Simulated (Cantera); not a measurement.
An isothermal, constant-pressure homogeneous reactor starts with 0.262 % CO, 5.98 % O2, 0.271 % H2O, 93.5 % N2, at 1325 K and 2.50 bar.

Computed with Cantera and GRI-Mech 3.0 (53 species, 325 reactions).

Predict: x(CO) at 2.00 s; x(O2) at 2.00 s; x(H2O) at 2.00 s; x(NO) at 2.00 s.


| Quantity | Value |
|---|---|
| x(CO) at 2.00 s | 1.72e-9 (gas-phase equilibrium 1.72e-9) |
| x(O2) at 2.00 s | 0.0586 (gas-phase equilibrium 0.0585) |
| x(H2O) at 2.00 s | 0.00271 (gas-phase equilibrium 0.00271) |
| x(NO) at 2.00 s | 1.40e-7 (gas-phase equilibrium 0.000268) |
